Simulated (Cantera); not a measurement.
An isothermal, constant-pressure homogeneous reactor starts with 0.117 % H2, 18.5 % O2, 81.4 % N2, equivalence ratio 0.0032, at 1300 K and 4.43 Torr.

Model: the H2/O2 subset of GRI-Mech 3.0, which has no nitrogen chemistry, integrated in Cantera. Radical loss at walls, strong at low pressure, is not modelled.

Question: Predict: x(H2) at 7.00 s; x(O2) at 7.00 s; x(H) at 7.00 s; x(H2O) at 7.00 s; x(HO2) at 7.00 s; x(OH) at 7.00 s.

Answer: 
| Item | Result |
|---|---|
| x(H2) at 7.00 s | 1.81e-6 (gas-phase equilibrium 3.08e-9) |
| x(O2) at 7.00 s | 0.184 (gas-phase equilibrium 0.184) |
| x(H) at 7.00 s | 1.19e-5 (gas-phase equilibrium 8.05e-10) |
| x(H2O) at 7.00 s | 0.00111 (gas-phase equilibrium 0.00116) |
| x(HO2) at 7.00 s | 2.69e-8 (gas-phase equilibrium 1.02e-9) |
| x(OH) at 7.00 s | 9.58e-5 (gas-phase equilibrium 3.97e-6) |
